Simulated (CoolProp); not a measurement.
Model: reference Helmholtz-energy equation of state, Thol 2016, in CoolProp.

Q: For hexamethyldisiloxane (MM), give the phase and the cp (kJ/(kg K)), cv (kJ/(kg K)), speed of sound (m/s), isothermal compressibility (1/MPa) at 452.2 K and 2.87 bar.

A: 
- 452.2 K and 2.87 bar: gas; cp 1.95, cv 1.87, speed of sound 140, isothermal compressibility 3.87
